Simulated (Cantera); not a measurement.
A closed system holds: 1 mol AlN, 4.4 mol O2, 1.5 mol H2, held at 0.0825 Torr.

Cantera equilibrium calculation (NASA polynomials, part measured and part estimated; ideal gas, pure solids and liquids). Candidate condensed phases: Al, AlN, Al2O3, H2O; 35 gas species. The numbers say what is thermodynamically allowed, not how fast it happens.

Q: At 1502 °C, list the 5 most abundant gas species with their mole fractions, and the condensed phases.

A: O2 0.580, H2O 0.295, N2 0.100, OH 0.0128, O 0.00695. Condensed: Al2O3(s).
